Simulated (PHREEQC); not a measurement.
A column of 0.2 m (40 cells, dispersivity 0.007 m, 300 s a shift, diffusion coefficient 3e-10 m²/s) holds 0.41 eq of the database's cation exchanger X per kg of pore water, first in equilibrium with 0.0061 mol/kgw NH4Cl, 0.019 mol/kgw (NH4)2SO4 and 1e-05 mol/kgw HCl. It is flushed with 0.097 mol/kgw CaCl2 and 1e-05 mol/kgw HCl, at 25 °C. Values are for the last cell. CO2 from the air is kept out. No solid was allowed to form.

Base run: PHREEQC, ion-association model, phreeqc.dat. Each further column changes one thing. The table gives NH4 in solution (mol/kgw).

```tsv
pore volumes	base	exchange capacity from 0.41 to 0.2 eq/kgw	dispersivity from 0.007 to 0.014 m
0	0.0441	0.0441	0.0441
0.6875	0.0585	0.0585	0.0733
1.363	0.180	0.167	0.170
2.038	0.178	0.0823	0.161
2.712	0.123	0.0217	0.110
3.612	0.0486	0.00239	0.0530
4.287	0.0196	0.000387	0.0280
4.963	0.00711	5.80e-5	0.0142
5.638	0.00239	8.30e-6	0.00697
6.312	0.000765	1.15e-6	0.00336
6.987	0.000236	1.56e-7	0.00160
```
